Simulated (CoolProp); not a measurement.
Vapour pressure (MPa) of R114: the reference equation beside estimates from Tc = 420.6 K, pc = 3.352 MPa, ω = 0.252. Clausius-Clapeyron is anchored at 318 K with a constant enthalpy of vaporisation of 20.49 kJ/mol.

Values from CoolProp's reference Helmholtz-energy equation of state, Platzer 1990. This equation is an older, rougher fit; its heat capacities, sound speeds and derivatives of the liquid may be far off and weren't checked against measurements.

```csv
T (K),reference,Lee-Kesler,Clausius-Clapeyron,van der Waals,Redlich-Kwong,Soave-Redlich-Kwong,Peng-Robinson
303,0.2499,0.2477,0.2645,0.7768,0.3718,0.2475,0.2460
308,0.2909,0.2889,0.3018,0.8425,0.4240,0.2888,0.2866
313,0.3369,0.3350,0.3430,0.9117,0.4813,0.3351,0.3321
318,0.3882,0.3865,0.3882,0.9844,0.5438,0.3869,0.3830
323,0.4451,0.4436,0.4376,1.061,0.6118,0.4444,0.4395
328,0.5080,0.5067,0.4916,1.141,0.6856,0.5082,0.5022
333,0.5774,0.5763,0.5503,1.225,0.7653,0.5786,0.5715
338,0.6537,0.6527,0.6139,1.312,0.8512,0.6560,0.6477
343,0.7371,0.7362,0.6828,1.404,0.9435,0.7409,0.7313
348,0.8283,0.8274,0.7570,1.499,1.042,0.8337,0.8227
353,0.9276,0.9266,0.8369,1.598,1.148,0.9348,0.9225
```

Absolute difference from the reference over all 11 rows, mean and median: Lee-Kesler 0.3 and 0.3 %, Clausius-Clapeyron 4.8 and 4.7 %, van der Waals 131.3 and 124.6 %, Redlich-Kwong 35.5 and 35.0 %, Soave-Redlich-Kwong 0.5 and 0.5 %, Peng-Robinson 1.1 and 1.1 %.
